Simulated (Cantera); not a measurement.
A freely propagating, adiabatic, planar premixed flame of H2 : O2 : N2 = 1 : 0.847 : 3.19 (molar parts), equivalence ratio 0.59, unburnt at 600 K and 0.138 atm; unity-Lewis-number transport, grid criteria slope 0.08 and curve 0.16, no radiation.

Cantera simulation using the H2/O2 subset of GRI-Mech 3.0, which has no nitrogen chemistry; the numbers are that mechanism's predictions, not measurements. Unity Lewis numbers drop preferential diffusion, which matters most where H2 and H carry the flame. Burning velocities carry a grid error of a few per cent, more on coarse grids. Lean hydrogen flames are cellular in practice and burn faster than this planar one.

x: mole fraction of selected species; z is measured from the peak of heat release.

```tsv
z (mm)	T (K)	u (m/s)	x H2	x O2	x H	x H2O	x HO2	x H2O2
-11.9	600	2.85	0.199	0.168	<1e-8	<1e-8	<1e-8	<1e-8
-7.91	600	2.85	0.199	0.168	<1e-8	4.17e-8	<1e-8	<1e-8
-5.93	600	2.85	0.199	0.168	<1e-8	6.47e-7	4.00e-8	<1e-8
-3.95	600	2.85	0.199	0.168	1.81e-8	1.56e-5	9.30e-7	<1e-8
-1.98	617	2.93	0.196	0.167	9.52e-5	0.00224	4.51e-5	6.35e-7
-0.989	759	3.57	0.173	0.157	0.00453	0.0246	3.72e-5	7.43e-7
0	1094	5.04	0.0765	0.115	0.0385	0.107	1.81e-5	1.03e-6
0.989	…	5.99	…	0.0853	…	0.158	…	…
1.98	1435	6.45	0.0177	0.0805	0.0387	0.168	8.52e-6	8.43e-7
3.95	1564	6.97	0.0161	0.0781	0.0273	0.177	6.69e-6	4.96e-7
7.91	1696	7.47	0.0136	0.0762	0.0172	0.186	5.07e-6	2.60e-7
15.8	1818	7.94	0.0101	0.0749	0.00925	0.195	3.61e-6	1.40e-7
31.6	1919	8.31	…	0.0744	…	0.204	…	…
```

### Question
Complete the blanks.

### Answer

- 0.989, T (K): 1320
- 0.989, x H2: 0.0223
- 0.989, x H: 0.0478
- 0.989, x HO2: 1.07e-5
- 0.989, x H2O2: 1.13e-6
- 31.6, x H2: 0.00639
- 31.6, x H: 0.00408
- 31.6, x HO2: 2.37e-6
- 31.6, x H2O2: 8.23e-8
